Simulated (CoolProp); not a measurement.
Saturated liquid density (kg/m³) of n-hexane: the reference equation beside estimates from Tc = 234.7 °C, pc = 3044 kPa, ω = 0.300. Rackett uses Z = 0.29056 − 0.08775 ω.

The numbers come from the reference Helmholtz-energy equation of state, Thol 2019 in CoolProp.

```csv
T (°C),reference,Rackett,van der Waals,Redlich-Kwong,Soave-Redlich-Kwong,Peng-Robinson
-33.85,706.4,713.2,413.8,615.3,629.6,707.4
-14.15,689.5,696.3,405.0,601.0,617.4,694.6
5.55,672.2,679.0,395.9,585.7,604.2,680.5
25.25,654.5,660.9,386.2,569.3,589.7,665.1
44.95,636.3,642.2,375.9,551.6,573.8,648.0
64.75,617.3,622.5,365.0,532.4,556.3,629.0
84.45,597.4,601.9,353.3,511.8,537.0,608.0
104.15,576.4,580.0,340.8,489.4,515.5,584.3
123.85,553.8,556.6,327.1,464.9,491.4,557.5
143.55,529.2,531.1,312.0,437.7,464.0,526.7
163.35,501.4,502.7,295.0,407.1,432.3,490.6
183.05,469.2,470.1,275.5,372.1,395.0,447.6
202.75,428.7,430.1,251.6,329.8,348.9,393.7
```

Absolute difference from the reference over all 13 rows, mean and median: Rackett 0.7 and 0.8 %, van der Waals 41.1 and 41.0 %, Redlich-Kwong 15.7 and 14.3 %, Soave-Redlich-Kwong 11.8 and 10.6 %, Peng-Robinson 2.1 and 1.6 %.
